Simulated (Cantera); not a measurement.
## Dilute partial oxidation

An isothermal, constant-pressure homogeneous reactor starts with 0.455 % CH3OH, 0.504 % O2, 98.8 % N2, 0.217 % H2, equivalence ratio 1.6, at 1400 K and 760 Torr.

Model: GRI-Mech 3.0 (53 species, 325 reactions), integrated in Cantera. GRI-Mech 3.0 was tuned for natural gas; its chemistry of methanol as a main component is partial and can be far from experiment.

| t (s) | x CH3OH | x O2 | x H | x NO | x C2H | x CH2O |
|---|---|---|---|---|---|---|
| 0.000400 | 0.00446 | 0.00501 | 4.36e-7 | 9.41e-12 | <1e-12 | 7.48e-5 |
| 0.000878 | 0.00412 | 0.00493 | 1.68e-6 | 4.41e-11 | <1e-12 | 0.000377 |
| 0.00193 | 0.00101 | 0.00400 | 1.83e-5 | 5.74e-10 | <1e-12 | 0.00106 |
| 0.00423 | <1e-12 | 0.000114 | 0.00199 | 1.75e-6 | <1e-12 | 4.97e-11 |
| 0.00928 | <1e-12 | 8.20e-6 | 0.000714 | 2.03e-6 | <1e-12 | 2.29e-11 |
| 0.0204 | <1e-12 | 1.13e-6 | 0.000284 | 2.05e-6 | <1e-12 | 1.21e-11 |
| 0.0447 | <1e-12 | 1.95e-7 | 0.000121 | 2.03e-6 | <1e-12 | 7.39e-12 |
| 0.0982 | <1e-12 | 3.64e-8 | 5.25e-5 | 1.97e-6 | <1e-12 | 5.26e-12 |
| 0.215 | <1e-12 | 6.89e-9 | 2.28e-5 | 1.87e-6 | <1e-12 | 4.31e-12 |
| 0.473 | <1e-12 | 1.28e-9 | 9.79e-6 | 1.72e-6 | <1e-12 | 3.88e-12 |
| 1.04 | <1e-12 | 2.39e-10 | 4.21e-6 | 1.53e-6 | <1e-12 | 3.70e-12 |
| 2.28 | <1e-12 | 4.81e-11 | 1.89e-6 | 1.30e-6 | <1e-12 | 3.62e-12 |
| 5.00 | <1e-12 | 1.17e-11 | 9.40e-7 | 1.06e-6 | <1e-12 | 3.59e-12 |
x: mole fraction; the columns are a selection and need not sum to one.

Equilibrium at this temperature and pressure: CH3OH <1e-12, O2 1.01e-12, H 2.87e-7, NO 1.79e-9, C2H <1e-12, CH2O 3.56e-12 (gas phase only).
